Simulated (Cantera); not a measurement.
Feed: 1 mol Zr, 0.82 mol N2O, 91 mol H2, at 9.75 Torr.

Method: chemical equilibrium by Gibbs-energy minimisation in Cantera with the NASA 1993 tables (ideal gas, pure condensed phases). Candidate condensed phases: H2O, Zr, ZrN, ZrO2; 28 gas species. Mutual solubility and eutectic melting of coexisting phases are not modelled. ZrN: taken at fixed stoichiometry. Condensed phases not in the tables: solid solutions among these carbides, nitrides and lower oxides. Rates play no part. All values below are at 2498 K.

Base state: H2 0.797, H 0.195, N2 0.00573, ZrO 0.00226, H2O 7.11e-5, Zr 3.64e-5, ZrO2 2.63e-5 (mole fractions); condensed: ZrN(s) + ZrO2(tetragonal).

Problem. What changes in the equilibrium state with this change: N2O from 0.82 to 11 mol?

Solution. 
```csv
species,before,after
H2,0.797,0.646
H,0.195,0.176
N2,0.00573,0.0980
H2O,7.11e-5,0.0751
ZrO2,2.63e-5,2.63e-5
Zr,3.64e-5,<1e-9
O2,<1e-9,3.60e-5
NO,1.96e-8,0.000106
"ZrN(s), mol",0.475,0
"ZrO2(tetragonal), mol",0.288,0.997
```
